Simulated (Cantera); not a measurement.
An isothermal, constant-pressure homogeneous reactor starts with 0.796 % CO, 0.894 % O2, 0.0943 % H2O, 98.2 % N2, at 1225 K and 3750 Torr.

Model: GRI-Mech 3.0 (53 species, 325 reactions), integrated in Cantera.

x: mole fraction; the columns are a selection and need not sum to one.

| t (s) | x CO | x O2 | x H2O | x H | x CO2 | x N2O | x HO2 |
|---|---|---|---|---|---|---|---|
| 3.00e-5 | 0.00796 | 0.00894 | 0.000943 | 5.56e-12 | 8.09e-10 | <1e-12 | 5.44e-12 |
| 7.82e-5 | 0.00796 | 0.00894 | 0.000943 | 2.82e-11 | 2.32e-9 | <1e-12 | 6.69e-11 |
| 0.000204 | 0.00796 | 0.00894 | 0.000943 | 1.13e-10 | 7.92e-9 | 5.01e-12 | 6.40e-10 |
| 0.000531 | 0.00796 | 0.00894 | 0.000943 | 5.14e-10 | 4.05e-8 | 3.53e-11 | 5.22e-9 |
| 0.00138 | 0.00796 | 0.00894 | 0.000943 | [?] | [?] | 4.22e-10 | [?] |
| 0.00361 | 0.00789 | 0.00890 | 0.000940 | 5.30e-7 | 6.90e-5 | 4.43e-8 | 2.83e-6 |
| 0.00940 | [?] | [?] | 0.000928 | [?] | [?] | [?] | [?] |
| 0.0245 | 0.00356 | 0.00674 | 0.000933 | 9.52e-7 | 0.00442 | 2.28e-6 | 2.94e-6 |
| 0.0638 | 0.00106 | 0.00550 | 0.000941 | 2.69e-7 | 0.00692 | 3.49e-6 | 1.63e-6 |
| 0.166 | 0.000147 | 0.00505 | 0.000945 | 2.89e-8 | 0.00784 | 3.71e-6 | 4.93e-7 |
| 0.434 | 6.83e-6 | 0.00498 | 0.000946 | 1.10e-9 | 0.00798 | 2.54e-6 | 4.03e-8 |
| 1.13 | 1.09e-7 | 0.00498 | 0.000946 | 4.35e-11 | 0.00799 | 7.56e-7 | 2.44e-9 |
| 2.94 | 4.21e-9 | 0.00498 | 0.000947 | 4.34e-12 | 0.00799 | 4.55e-8 | 3.46e-10 |
| 7.67 | 1.61e-9 | 0.00498 | 0.000947 | 1.60e-12 | 0.00799 | 7.17e-9 | 1.56e-10 |
| 20.0 | 1.58e-9 | 0.00498 | 0.000947 | 1.59e-12 | 0.00799 | 7.05e-9 | 1.55e-10 |

Question: Some entries are withheld; supply them.

Answer: 
- 0.00138, x H: 5.05e-9
- 0.00138, x CO2: 5.09e-7
- 0.00138, x HO2: 6.43e-8
- 0.00940, x CO: 0.00644
- 0.00940, x O2: 0.00818
- 0.00940, x H: 1.51e-6
- 0.00940, x CO2: 0.00152
- 0.00940, x N2O: 8.41e-7
- 0.00940, x HO2: 3.83e-6
